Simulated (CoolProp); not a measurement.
Vapour-liquid equilibrium of CHF3 (R23) (1) + R13 (2) at -54.75 °C; x and y are mole fractions of (1).

The numbers come from the multi-fluid Helmholtz-energy mixture model, Penoncello 2003 and Platzer 1990; pair parameters Bell 2016 in CoolProp. This equation is an older, rougher fit; its heat capacities, sound speeds and derivatives of the liquid may be far off and weren't checked against measurements.

Problem. Give the bubble pressure and the first vapour's composition at x = 0.575, 0.65, 0.8. Is there an azeotrope?

Solution. x = 0.575: 487.6 kPa, y = 0.567; x = 0.65: 485.2 kPa, y = 0.609; x = 0.8: 467.5 kPa, y = 0.714. y crosses x between x = 0.5 and 0.575: the model has an azeotrope there.

Pair parameters are fitted to limited data, so mixtures are less certain than the pure fluids.
